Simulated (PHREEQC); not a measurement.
Model water analysis in mmol/kgw, 20 °C, pH 2.97, pe 10.2:

| constituent | mmol/kgw |
|---|---|
| Na | 5.92 |
| K | 0.3 |
| Ca | 1.57 |
| Mg | 0.399 |
| Cl | 3.47 |
| S(6) | 4.36 |
| O(0) (counted as O atoms) | 0.0483 |

Valence states are taken as typed.

Equilibrium calculation in PHREEQC: ion-association model, phreeqc.dat.

Precipitation was switched off in this run.

Problem. Predict the ionic strength, charge-balance error.

Solution. ionic strength 0.0160 mol/kgw; charge-balance error -2.8 %.

Problem. In which forms is Na present?

Solution. Na+ 99 %, NaSO4- 1.1 % of the Na.
